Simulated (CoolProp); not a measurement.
n-perfluorohexane along the isotherm 450 K: Z from the reference equation and from simpler models built on Tc = 448.0 K, pc = 1742 kPa, ω = 0.497; each cubic takes its own stable root.

Model: reference Helmholtz-energy equation of state, Gao 2022, in CoolProp.

| p (kPa) | phase | reference |
|---|---|---|
| 96.8 | gas | 0.9806 |
| 194 | gas | 0.9605 |
| 290 | gas | 0.9401 |
| 387 | gas | 0.9188 |
| 484 | gas | 0.8967 |
| 581 | gas | 0.8738 |
| 677 | gas | 0.8502 |
| 774 | gas | 0.8253 |
| 871 | gas | 0.7991 |

How far does each simpler model (Pitzer virial, van der Waals, Redlich-Kwong, Soave-Redlich-Kwong, Peng-Robinson) lie from the reference over these 9 states: mean and median of the absolute difference, and the worst?


- Pitzer virial: mean 1.1 %, median 0.7 %, worst +3.3 % at 450 K and 871 kPa
- van der Waals: mean 1.8 %, median 1.7 %, worst +3.7 % at 450 K and 871 kPa
- Redlich-Kwong: mean 0.5 %, median 0.4 %, worst +1.1 % at 450 K and 871 kPa
- Soave-Redlich-Kwong: mean 0.5 %, median 0.4 %, worst +1.2 % at 450 K and 871 kPa
- Peng-Robinson: mean 0.6 %, median 0.7 %, worst -1.0 % at 450 K and 871 kPa
